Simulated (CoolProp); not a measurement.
Hydrogen sulfide at several states: density (kg/m³) from the reference equation and from simpler models built on Tc = 373.1 K, pc = 8999 kPa, ω = 0.101; each cubic takes its own stable root.

Computed with CoolProp (reference Helmholtz-energy equation of state, Lemmon 2006). It is a short technical equation, of lower accuracy than the large ones.

```csv
T (K),p (kPa),phase,reference,van der Waals,Redlich-Kwong,Soave-Redlich-Kwong,Peng-Robinson
664.9,1450,gas,8.994,9.030,9.014,8.988,9.016
378.6,1300,gas,14.78,14.71,14.79,14.79,14.88
554.5,6140,gas,48.12,49.05,48.64,48.05,48.84
```
